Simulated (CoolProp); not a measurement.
Octamethylcyclotetrasiloxane (D4) along the isotherm 269.45 °C: Z from the reference equation and from simpler models built on Tc = 313.4 °C, pc = 1.347 MPa, ω = 0.598; each cubic takes its own stable root.

Model: reference Helmholtz-energy equation of state, Thol 2015, in CoolProp.

```
p (MPa)   phase  reference
-------  ------  ---------
0.00639     gas     0.9978
0.00964     gas     0.9966
0.0145      gas     0.9949
0.0219      gas     0.9923
0.0331      gas     0.9883
0.0499      gas     0.9823
0.0753      gas     0.9731
0.114       gas     0.9588
0.171       gas     0.9370
0.259       gas     0.9017
0.39        gas     0.8443
0.589       gas     0.7400
0.888    liquid    0.09642
1.34     liquid     0.1430
2.02     liquid     0.2111
```

Problem. How far does each simpler model (van der Waals, Redlich-Kwong, Soave-Redlich-Kwong, Peng-Robinson) lie from the reference over these 15 states: mean and median of the absolute difference, and the worst?

Solution. 
- van der Waals: mean 49.2 %, median 1.1 %, worst +591.8 % at 269.45 °C and 0.888 MPa
- Redlich-Kwong: mean 6.0 %, median 0.4 %, worst +32.6 % at 269.45 °C and 0.888 MPa
- Soave-Redlich-Kwong: mean 3.3 %, median 0.1 %, worst +17.7 % at 269.45 °C and 0.888 MPa
- Peng-Robinson: mean 0.7 %, median 0.2 %, worst +4.1 % at 269.45 °C and 0.888 MPa

At some of these states van der Waals gives the other phase, because its saturation line lies elsewhere.
